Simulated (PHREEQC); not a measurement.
## Acid rinse or clean (model solution)

Dissolve 0.0039 mol/kgw H2SO4, 3.5e-05 mol/kgw ZnSO4 and 0.022 mol/kgw CuCl2 at 76 °C. Closed to the air; pH follows from the charge balance.

The numbers come from PHREEQC with the ion-association model, wateq4f.dat.

Each row changes one thing in this solution. This is a speciation only: nothing precipitates in the calculation.

```
case                                      pH  ionic strength (mol/kgw)  SO4-2 (mol/kgw)  HSO4- (mol/kgw)  Zn+2 (mol/kgw)  ZnSO4 (mol/kgw)  SI of Goslarite (ZnSO4:7H2O)  SI of Zincite(c) (ZnO)
--------------------------------------  ----  ------------------------  ---------------  ---------------  --------------  ---------------  ----------------------------  ----------------------
as made                                 2.27                    0.0592          0.00147          0.00142         2.52e-5          2.07e-6                         -6.59                   -9.22
H2SO4 from 0.0039 to 0.0078 mol/kgw     2.02                    0.0643          0.00231          0.00397         2.45e-5          3.02e-6                         -6.43                   -9.76
CuCl2 left out                          2.29                   0.00730          0.00167          0.00226         2.79e-5          7.07e-6                         -6.06                   -8.93
ZnSO4 from 3.5e-05 to 5.25e-05 mol/kgw  2.27                    0.0593          0.00147          0.00142         3.78e-5          3.11e-6                         -6.41                   -9.04
H2SO4 left out                          4.06                         ?          1.93e-5          3.13e-7         2.66e-5          3.06e-8                         -8.42                   -5.61
ZnSO4 from 3.5e-05 to 0.00035 mol/kgw   2.28                    0.0598          0.00159          0.00151        0.000251          2.22e-5                         -5.56                   -8.21
H2SO4 from 0.0039 to 0.039 mol/kgw      1.42                     0.101          0.00521           0.0313               ?          4.87e-6                         -6.22                  -11.02
```

**Question.** Complete the blanks.

**Answer.** 
- H2SO4 left out, ionic strength (mol/kgw): 0.0538
- H2SO4 from 0.0039 to 0.039 mol/kgw, Zn+2 (mol/kgw): 2.36e-5

Some of these states are supersaturated (in Atacamite, for instance). Constants without temperature data keep their 25 °C values here.
